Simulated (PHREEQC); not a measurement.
0.051 g of hydrous ferric oxide (600 m²/g; 0.2 weak and 0.005 strong sites per Fe, Dzombak-Morel constants, diffuse double layer) in 1 kg of water with 0.05 mol/kgw of an inert sodium salt and 3e-07 mol CaCl2, at 25 °C; the pH is set by adding NaOH or the inert anion's acid. Oxygen is held at 0.21 atm. No CO2 enters from the air. Nothing may precipitate in this run.

Equilibrium calculation in PHREEQC: ion-association model, wateq4f.dat.

```
pH    Ca sorbed (%)  surface charge σ (C/m²)  surface potential ψ (mV)
----  -------------  -----------------------  ------------------------
3               0.0                    0.357                       169
3.5             0.0                    0.335                       166
4               0.0                        ?                       160
4.5             0.0                    0.238                       149
5               0.0                    0.181                       135
5.5             0.0                    0.130                       118
6               0.0                        ?                        99
6.5             0.0                    0.058                        78
7               0.1                        ?                        56
7.5             0.9                    0.017                        31
8               6.3                    0.003                         6
8.5               ?                   -0.010                       -20
9              76.2                   -0.026                       -45
9.5            95.2                   -0.046                       -68
10             99.1                   -0.073                       -90
10.5           99.8                        ?                      -110
11             99.9                   -0.157                      -127
```

**Question.** Fill in the missing entries.

**Answer.** 
- 4, surface charge σ (C/m²): 0.294
- 6, surface charge σ (C/m²): 0.089
- 7, surface charge σ (C/m²): 0.034
- 8.5, Ca sorbed (%): 32.4
- 10.5, surface charge σ (C/m²): -0.110

The oxide is taken as insoluble; below pH 4 it would dissolve.
